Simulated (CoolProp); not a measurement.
Vapour-liquid equilibrium of R114 (1) + n-hexane (2) at 0.207 MPa; x and y are mole fractions of (1).

The numbers come from the multi-fluid Helmholtz-energy mixture model, Platzer 1990 and Thol 2019; pair parameters Bell 2016 in CoolProp. This equation is an older, rougher fit; its heat capacities, sound speeds and derivatives of the liquid may be far off and weren't checked against measurements.

```tsv
x	bubble temperature, mixture model (K)	bubble temperature, Raoult's law (K)	y, mixture model	y, Raoult's law
0.05	___	357.9	0.299	0.250
0.125	341.2	347.4	0.558	0.493
0.2	331.6	338.8	___	0.644
0.275	324.6	331.8	___	0.744
0.35	319.4	325.9	0.829	0.813
0.425	315.3	320.8	___	0.862
0.5	___	316.5	___	0.898
0.575	309.1	312.6	0.912	0.925
0.65	___	309.2	0.930	0.946
0.725	304.5	306.1	0.946	0.963
0.8	302.4	303.3	___	0.976
0.875	300.4	300.8	0.975	0.986
0.95	298.4	298.5	0.990	0.995
```

What belongs in the gaps?


- 0.05, bubble temperature, mixture model (K): 354.7
- 0.2, y, mixture model: 0.696
- 0.275, y, mixture model: 0.777
- 0.425, y, mixture model: 0.865
- 0.5, bubble temperature, mixture model (K): 311.9
- 0.5, y, mixture model: 0.891
- 0.65, bubble temperature, mixture model (K): 306.7
- 0.8, y, mixture model: 0.961

The largest gap from Raoult's law is -7.2 K in bubble temperature, at x = 0.275. No azeotrope shows between x = 0.05 and 0.95.

Pair parameters are fitted to limited data, so mixtures are less certain than the pure fluids.
